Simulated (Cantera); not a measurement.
A diamond (100) surface in a fixed gas of H2 with x(CH4) = 0.0064, x(H) = 0.0069, at 1373 K, 0.0257 atm; coverages are run to steady state.

Computed with Cantera and the Harris–Goodwin 1993 mechanism for the reconstructed diamond (100) surface.

One state of this run: growth (µm/h) = 0.0231; θ c6HH = 0.348; θ c6H* = 0.0567; θ c6*H = 0.539; θ c6** = 0.0555; θ c6HM = 1.44e-6. θ: site fractions in the mechanism's names (c6HH fully hydrogenated, c6H* and c6*H radical sites, c6** diradical, c6HM methylated).

Question: Which value of x(CH3) does it belong to?
(A) 2.2e-06
(B) 2.2e-05
(C) 0.00023
(D) 4.7e-06

Answer: D, 4.7e-06
